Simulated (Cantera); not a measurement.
**NO annealing gas**

An isothermal, constant-pressure homogeneous reactor starts with 83.3 % NO, 16.7 % N2, at 1650 K and 13300 Pa.

Cantera simulation using GRI-Mech 3.0 (53 species, 325 reactions); the numbers are that mechanism's predictions, not measurements.

| t (s) | x NO | x N2O | x NO2 | x O | x N2 | x O2 |
|---|---|---|---|---|---|---|
| 0.000400 | 0.833 | 1.97e-6 | 7.07e-7 | 1.28e-6 | 0.167 | 6.86e-9 |
| 0.00159 | 0.833 | 7.75e-6 | 5.78e-6 | 2.15e-6 | 0.167 | 8.52e-8 |
| 0.00633 | 0.833 | 2.94e-5 | 2.84e-5 | 2.93e-6 | 0.167 | 1.24e-6 |
| 0.0252 | 0.833 | 9.82e-5 | 9.95e-5 | 4.98e-6 | 0.167 | 2.51e-5 |
| 0.100 | 0.832 | 0.000215 | 0.000164 | 6.88e-6 | 0.167 | 0.000313 |
| 0.399 | 0.829 | 0.000246 | 0.000188 | 7.74e-6 | 0.168 | 0.00179 |
| 1.59 | 0.817 | 0.000237 | 0.000247 | 9.61e-6 | 0.174 | 0.00766 |
| 6.32 | 0.773 | 0.000208 | 0.000387 | 1.45e-5 | 0.197 | 0.0298 |
| 25.1 | 0.631 | 0.000134 | 0.000559 | 2.39e-5 | 0.267 | 0.100 |
| 100 | 0.348 | 3.91e-5 | 0.000479 | 3.57e-5 | 0.409 | 0.242 |
x: mole fraction; the columns are a selection and need not sum to one.

Equilibrium at this temperature and pressure: NO 0.00289, N2O 5.36e-8, NO2 5.24e-6, O 4.60e-5, N2 0.582, O2 0.415 (gas phase only).
